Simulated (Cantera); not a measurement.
Cantera run, input and output.

```python
import numpy as np
import cantera as ct

gas = ct.Solution("h2o2.yaml")
gas.TPX = 425, 44000, {'H2': 1, 'O2': 0.385, 'N2': 1.45}
flame = ct.FreeFlame(gas, width=0.071)
flame.set_refine_criteria(ratio=3, slope=0.08, curve=0.16)
flame.transport_model = "unity-Lewis-number"
flame.solve(loglevel=0, auto=True)
z, T = flame.grid, flame.T
thick = (T[-1] - T[0]) / np.gradient(T, z).max()
show = ['H2', 'O2', 'H', 'H2O', 'O', 'HO2']
print(f"laminar burning velocity  {flame.velocity[0] * 100:.3f} cm/s")
print(f"burnt temperature         {T[-1]:.1f} K")
print(f"thermal thickness         {thick * 1e3:.4f} mm")
print(f"grid points               {len(z)}")
z0 = z[flame.heat_release_rate.argmax()]
print(f"{'z/mm':>9s}{'T/K':>9s}{'u/(m/s)':>9s}" + "".join(f"{s:>11s}" for s in show))
rows = []
for k in (-3, -2, -1.5, -1, -0.5, -0.25, 0, 0.25, 0.5, 1, 2, 4, 8):
    zz = z0 + k * thick
    rows.append([k * thick, np.interp(zz, z, T), np.interp(zz, z, flame.velocity),
                 *(np.interp(zz, z, flame.X[gas.species_index(s)]) for s in show)])
    print(f"{rows[-1][0] * 1e3:9.3f}{rows[-1][1]:9.1f}{rows[-1][2]:9.3f}" + "".join(f"{x:11.3e}" for x in rows[-1][3:]))
```

Output:

```
laminar burning velocity  280.658 cm/s
burnt temperature         2386.8 K
thermal thickness         0.9414 mm
grid points               123
     z/mm      T/K  u/(m/s)         H2         O2          H        H2O          O        HO2
   -2.824    425.0    2.807  3.527e-01  1.358e-01  2.530e-14  1.048e-08  2.944e-12  3.051e-10
   -1.883    425.0    2.807  3.527e-01  1.358e-01  2.357e-12  5.503e-07  2.728e-10  1.579e-08
   -1.412    425.0    2.807  3.527e-01  1.358e-01  2.291e-11  4.276e-06  2.588e-09  1.218e-07
   -0.941    425.5    2.810  3.527e-01  1.358e-01  6.008e-10  6.256e-05  4.882e-08  1.763e-06
   -0.471    459.3    3.027  3.492e-01  1.339e-01  1.354e-05  4.206e-03  6.968e-06  1.032e-04
   -0.235    720.7    4.674  3.153e-01  1.171e-01  4.559e-03  4.131e-02  2.934e-04  1.167e-04
    0.000   1186.4    7.479  1.883e-01  6.212e-02  5.358e-02  1.530e-01  4.471e-03  3.357e-05
    0.235   1465.2    9.071  9.555e-02  2.086e-02  9.004e-02  2.319e-01  8.529e-03  9.443e-06
    0.471   1600.0    9.804  8.424e-02  1.272e-02  8.453e-02  2.486e-01  8.621e-03  5.094e-06
    0.941   1746.9   10.577  8.702e-02  9.802e-03  6.873e-02  2.574e-01  7.382e-03  3.419e-06
    1.883   1903.2   11.376  9.003e-02  7.256e-03  5.213e-02  2.672e-01  5.566e-03  2.244e-06
    3.765   2050.9   12.110  9.156e-02  4.836e-03  3.752e-02  2.779e-01  3.687e-03  1.401e-06
    7.531   2178.5   12.728  9.206e-02  2.826e-03  2.564e-02  2.884e-01  2.114e-03  8.335e-07
```

Cantera simulation using the H2/O2 subset of GRI-Mech 3.0, which has no nitrogen chemistry; the numbers are that mechanism's predictions, not measurements. Unity Lewis numbers drop preferential diffusion, which matters most where H2 and H carry the flame. Burning velocities carry a grid error of a few per cent, more on coarse grids.
